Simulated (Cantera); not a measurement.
An isothermal, constant-pressure homogeneous reactor starts with CH4 : N2 : H2O = 1 : 3.2 : 0.026 (molar parts), at 1425 K and 2.40 Torr.

Model: GRI-Mech 3.0 (53 species, 325 reactions), integrated in Cantera. GRI-Mech 3.0 stops at C3 and has no aromatics, soot or wall deposition, so with more carbon than oxygen in the feed, carbon stays in small species such as C2H2 where larger ones or solid carbon would form. Radical loss at walls, strong at low pressure, is not modelled.

Problem. Predict: x(CH4) at 100 s; x(C2H6) at 100 s; x(H2) at 100 s; x(C2H4) at 100 s; x(CH3) at 100 s; x(H) at 100 s; x(C2H) at 100 s.

Solution. 
| Item | Result |
|---|---|
| x(CH4) at 100 s | 0.0857 (gas-phase equilibrium 0.000231) |
| x(C2H6) at 100 s | 8.81e-6 (gas-phase equilibrium 4.52e-10) |
| x(H2) at 100 s | 0.183 (gas-phase equilibrium 0.293) |
| x(C2H4) at 100 s | 0.000462 (gas-phase equilibrium 3.06e-5) |
| x(CH3) at 100 s | 0.000168 (gas-phase equilibrium 1.04e-6) |
| x(H) at 100 s | 1.79e-5 (gas-phase equilibrium 6.57e-5) |
| x(C2H) at 100 s | 6.85e-9 (gas-phase equilibrium 1.36e-8) |
